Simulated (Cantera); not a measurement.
Cantera with NASA thermochemical tables; ideal gases at 1 bar, condensed phases pure. Values are per mole of reaction as written; species without (g) are pure solids or liquids, kept so even where they would boil at 1 bar.

2 Li + OH(g) + F(g) → HF(g) + Li2O

| T (K) | ΔH° (kJ) | ΔS° (J/K) | ΔG° (kJ) | log10 K | condensed phases |
|---|---|---|---|---|---|
| 300 | -990.0 | -189.1 | -933.3 | 162.50 | Li(s), Li2O(s) |
| 748 | ? | ? | ? | ? | Li(l), Li2O(s) |
| 898 | -1000.5 | -212.7 | -809.4 | 47.08 | Li(l), Li2O(s) |
| 1048 | ? | ? | ? | ? | Li(l), Li2O(s) |
| 1198 | -997.7 | -210.5 | -745.5 | 32.50 | Li(l), Li2O(s) |
| 1348 | ? | ? | ? | ? | Li(l), Li2O(s) |
| 1498 | ? | ? | ? | ? | Li(l), Li2O(s) |

**Question.** Fill in the missing entries.

**Answer.** 
- 748, ΔH° (kJ): -1000.7
- 748, ΔS° (J/K): -213.0
- 748, ΔG° (kJ): -841.4
- 748, log10 K: 58.75
- 1048, ΔH° (kJ): -999.2
- 1048, ΔS° (J/K): -211.9
- 1048, ΔG° (kJ): -777.2
- 1048, log10 K: 38.74
- 1348, ΔH° (kJ): -995.7
- 1348, ΔS° (J/K): -209.0
- 1348, ΔG° (kJ): -714.0
- 1348, log10 K: 27.67
- 1498, ΔH° (kJ): -993.5
- 1498, ΔS° (J/K): -207.4
- 1498, ΔG° (kJ): -682.8
- 1498, log10 K: 23.81
